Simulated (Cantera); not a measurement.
Feed: 1 mol Si2H6, 2.5 mol CO2, 6.4 mol N2, held at 1373 K and 75.0 Torr.

Equilibrium computed with Cantera from the NASA thermochemical tables; the gas is ideal and each condensed phase is pure. Candidate condensed phases: C, C6H6, C7H8, C8H18, H2O, Si, SiC, SiO2, Si2N2O, Si3N4; 151 gas species. The feed counts by its element totals alone. N2 is the only nitrogen source here; it is nearly inert below about 1500 K, so the nitride shown seldom forms there in practice. Mutual solubility and eutectic melting of coexisting phases are not modelled. The tables hold silica as quartz up to 1696 K and as liquid above; real silica turns to tridymite and cristobalite and melts near 1996 K. The numbers say what is thermodynamically allowed, not how fast it happens.

Base state: N2 0.518, H2 0.263, CO 0.219, HCN 7.04e-5, H2O 5.62e-5, CO2 2.27e-5, CH4 1.67e-5 (mole fractions); condensed: SiO2(β-quartz) + Si2N2O(s).

### Question
What changes in the equilibrium state with this change: Si2H6 replaced by SiH4?

### Answer
| species | before | after |
|---|---|---|
| N2 | 0.518 | 0.587 |
| CO | 0.219 | 0.211 |
| H2 | 0.263 | 0.156 |
| H2O | 5.62e-5 | 0.0277 |
| CO2 | 2.27e-5 | 0.0182 |
| CH4 | 1.67e-5 | 6.81e-9 |
| HCN | 7.04e-5 | 6.68e-8 |
| SiO2(β-quartz), mol | 1.00 | 1.00 |
| Si2N2O(s), mol | 0.500 | 0 |
